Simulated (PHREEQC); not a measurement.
Model water analysis in mg/kgw, 25 °C, pH 3.26, pe 11.6:

```tsv
constituent	mg/kgw
Na	181
K	0.000654
Ca	12.3
Mg	95.2
Cl	195
S(6) as SO4	606
Li	1.85
Mn(2)	15.5
N(5) as NO3	0.659
Cd	35
```

Valence states are taken as typed.

All values are PHREEQC results (ion-association model, wateq4f.dat), not measurements.

The ionic strength is 0.0238 mol/kgw. The total alkalinity is -0.789 meq/kg and the charge-balance error is 1.4 %.

| species | molality | activity | log γ |
|---|---|---|---|
| Na+ | 0.00777 | 0.00671 | -0.064 |
| Cl- | 0.00545 | 0.00467 | -0.067 |
| SO4-2 | 0.00479 | 0.00268 | -0.252 |
| Mg+2 | 0.00288 | 0.00165 | -0.242 |
| MgSO4 | 0.00103 | 0.00104 | 0.002 |
| H+ | 0.000622 | 0.000549 | -0.054 |
| Li+ | 0.000264 | 0.000229 | -0.060 |
| Ca+2 | 0.000236 | 0.000133 | -0.247 |

This is a speciation only: nothing precipitates in the calculation.
